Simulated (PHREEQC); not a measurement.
1 kg of water holding 84 mmol/kgw KCl and 19 mmol/kgw NaHCO3 meets 20 L of dry gas (CO2 0.59, CH4 0.41 by moles) at fixed total pressure, at 5 atm; fugacities by Peng-Robinson. The gases take part in no redox reaction, some water evaporates into the gas, and hydrates or a liquid gas phase aren't modelled. Precipitation was switched off in this run.

The numbers come from PHREEQC with the ion-association model, phreeqc.dat.

| T (°C) | dissolved CO2 (all carbonate carbon) (mol/kgw) | φ of CO2 | p of CO2 (atm) | dissolved CH4 (mol/kgw) | φ of CH4 | p of CH4 (atm) | pH |
|---|---|---|---|---|---|---|---|
| 10 | 0.165 | 0.968 | 2.88 | 0.00473 | 0.988 | 2.11 | 5.46 |
| 20 | 0.126 | 0.972 | 2.89 | 0.00355 | 0.989 | 2.09 | 5.52 |
| 30 | 0.101 | 0.974 | 2.89 | 0.00285 | 0.990 | 2.07 | 5.58 |
| 40 | 0.0839 | 0.977 | 2.87 | 0.00242 | 0.992 | 2.05 | 5.65 |
| 50 | 0.0720 | 0.979 | 2.85 | 0.00215 | 0.993 | 2.03 | ? |
| 60 | 0.0632 | 0.981 | 2.81 | 0.00196 | 0.994 | 1.99 | 5.80 |
| 70 | ? | 0.982 | 2.75 | 0.00184 | 0.995 | 1.94 | 5.89 |
| 80 | ? | 0.984 | 2.65 | 0.00175 | 0.996 | 1.87 | 5.99 |
| 90 | 0.0468 | 0.985 | 2.52 | 0.00167 | 0.997 | 1.77 | 6.09 |

Problem. What belongs in the gaps?

Solution. 
- 50, pH: 5.72
- 70, dissolved CO2 (all carbonate carbon) (mol/kgw): 0.0566
- 80, dissolved CO2 (all carbonate carbon) (mol/kgw): 0.0513

Constants without temperature data keep their 25 °C values here.
